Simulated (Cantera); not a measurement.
**Carbon deposition, reforming and gasification: C₃H₈ + O₂ + N₂**

Feed: 1 mol C₃H₈, 0.26 mol O₂, 2.5 mol N₂, at 0.133 bar.

These are equilibrium values from Cantera (NASA tables, ideal gas, pure condensed phases), not measurements of a reactor. Candidate condensed phases: C, C₆H₆, C₇H₈, C₈H₁₈, H₂O; 136 gas species. Kinetics and transport are ignored.

```json
[
 {"T (K)": "1473", "log p H₂": "-1.12", "log p N₂": "-1.32", "log p H": "-5.46", "log p CO": "-2.01", "log p HCN": "-4.28", "log p C₂H₂ (acetylene)": "-6.31", "n C(graphite)": "2.48"},
 {"T (K)": "1623", "log p H₂": "-1.12", "log p N₂": "-1.32", "log p H": "-4.72", "log p CO": "-2.01", "log p HCN": "-3.85", "log p C₂H₂ (acetylene)": "-5.58", "n C(graphite)": "2.47"},
 {"T (K)": "1773", "log p H₂": "-1.12", "log p N₂": "-1.33", "log p H": "-4.11", "log p CO": "-2.01", "log p HCN": "-3.49", "log p C₂H₂ (acetylene)": "-4.97", "n C(graphite)": "2.46"},
 {"T (K)": "1923", "log p H₂": "-1.12", "log p N₂": "-1.33", "log p H": "-3.59", "log p CO": "-2.01", "log p HCN": "-3.19", "log p C₂H₂ (acetylene)": "-4.47", "n C(graphite)": "2.44"},
 {"T (K)": "2073", "log p H₂": "-1.13", "log p N₂": "-1.33", "log p H": "-3.14", "log p CO": "-2.01", "log p HCN": "-2.94", "log p C₂H₂ (acetylene)": "-4.04", "n C(graphite)": "2.41"},
 {"T (K)": "2223", "log p H₂": "-1.13", "log p N₂": "-1.34", "log p H": "-2.76", "log p CO": "-2.01", "log p HCN": "-2.72", "log p C₂H₂ (acetylene)": "-3.67", "n C(graphite)": "2.35"},
 {"T (K)": "2373", "log p H₂": "-1.15", "log p N₂": "-1.34", "log p H": "-2.43", "log p CO": "-2.01", "log p HCN": "-2.54", "log p C₂H₂ (acetylene)": "-3.36", "n C(graphite)": "2.26"},
 {"T (K)": "2523", "log p H₂": "-1.17", "log p N₂": "-1.36", "log p H": "-2.14", "log p CO": "-2.02", "log p HCN": "-2.39", "log p C₂H₂ (acetylene)": "-3.10", "n C(graphite)": "2.14"},
 {"T (K)": "2673", "log p H₂": "-1.21", "log p N₂": "-1.38", "log p H": "-1.90", "log p CO": "-2.03", "log p HCN": "-2.27", "log p C₂H₂ (acetylene)": "-2.88", "n C(graphite)": "1.98"},
 {"T (K)": "2823", "log p H₂": "-1.27", "log p N₂": "-1.40", "log p H": "-1.69", "log p CO": "-2.04", "log p HCN": "-2.18", "log p C₂H₂ (acetylene)": "-2.71", "n C(graphite)": "1.77"}
]
```
log p: log10 of the partial pressure in bar; n: condensed amount in mol.

From 1473 K to 2823 K the condensed part is C(graphite). The main C-bearing gas is CO throughout. The share of C in condensed phases is highest at 1473 K (82.5 %) and lowest at 2823 K (59.1 %).
